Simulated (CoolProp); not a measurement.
Vapour-liquid equilibrium of toluene (1) + m-xylene (2) at 0.0209 MPa; x and y are mole fractions of (1).

The numbers come from the multi-fluid Helmholtz-energy mixture model, Lemmon 2006 and Zhou 2012; pair parameters Bell 2016 in CoolProp.

Question: Give the bubble temperature and the first vapour's composition at x = 0.35, 0.45, 0.75. Is there an azeotrope?

Answer: x = 0.35: 349.0 K, y = 0.598; x = 0.45: 346.3 K, y = 0.693; x = 0.75: 340.1 K, y = 0.884. No azeotrope shows between x = 0.05 and 0.95.

The pair parameters rest on a limited set of measurements; away from them the model extrapolates.
